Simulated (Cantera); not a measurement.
A closed system holds: 1 mol CCl₄, at 1100 °C and 3.40e-5 bar.

Equilibrium computed with Cantera from the NASA thermochemical tables; the gas is ideal and each condensed phase is pure. Candidate condensed phases: C; 14 gas species. The numbers say what is thermodynamically allowed, not how fast it happens.

Problem. What is the equilibrium state?

Solution. 
```json
{
  "x(Cl)": "0.943",
  "x(Cl₂)": "0.0571",
  "n(C(graphite))": "1.000 mol",
  "gas_amount": "3.784 mol"
}
```
